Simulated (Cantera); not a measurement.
Input (Python, Cantera) and output of one run.

```python
import numpy as np
import cantera as ct

gas_names = """
    H2 CO C2H4
""".split()
cond_names = """
    TiO(a) TiO(b) TiO(L) Ti3O5(a) Ti3O5(b) Ti3O5(L)
""".split()


# ... load() reads the species with a 1 bar reference pressure and builds the phases ...
species = {s.name: s for s in load("nasa_gas.yaml", gas_names) + load("nasa_condensed.yaml", cond_names)}
# Each term lists the table entries of one substance; the one whose range holds T is used.
reactions = {
    '3 TiO + 2 H2(g) + 2 CO(g) = C2H4(g) + Ti3O5':
        [(-3, ['TiO(a)', 'TiO(b)', 'TiO(L)']), (-2, ['H2']), (-2, ['CO']), (1, ['C2H4']), (1, ['Ti3O5(a)', 'Ti3O5(b)', 'Ti3O5(L)'])],
}


def pick(names, T):
    return next(species[n] for n in names if species[n].thermo.min_temp <= T <= species[n].thermo.max_temp)


results = []
for label, terms in reactions.items():
    print(label)
    print("     T/K   dH/kJ  dS/(J/K)   dG/kJ   log10 K")
    for T in [2250, 2300, 2350, 2400, 2450, 2500, 2550]:
        used = [(nu, pick(names, T)) for nu, names in terms]
        dH = sum(nu * s.thermo.h(T) for nu, s in used) / 1e6
        dS = sum(nu * s.thermo.s(T) for nu, s in used) / 1e3
        dG = dH - T * dS / 1e3
        logK = -dG * 1e6 / (ct.gas_constant * T * np.log(10))
        results.append((label, T, dH, dS, dG, logK, [s.name for _, s in used]))
        print(f"{T:8g} {dH:8.1f} {dS:8.1f} {dG:8.1f} {logK:8.2f}")
```

It prints:

```
3 TiO + 2 H2(g) + 2 CO(g) = C2H4(g) + Ti3O5
     T/K   dH/kJ  dS/(J/K)   dG/kJ   log10 K
    2250   -505.1   -381.3    352.9    -8.19
    2300   -502.8   -380.3    371.9    -8.45
    2350   -500.5   -379.3    390.9    -8.69
    2400   -498.3   -378.4    409.8    -8.92
    2450   -496.0   -377.4    428.7    -9.14
    2500   -493.7   -376.5    447.6    -9.35
    2550   -491.5   -375.6    466.4    -9.55
```

Cantera with NASA thermochemical tables; ideal gases at 1 bar, condensed phases pure. TiO: taken at fixed stoichiometry. Condensed species are held in their standard states even where they would react or evaporate.
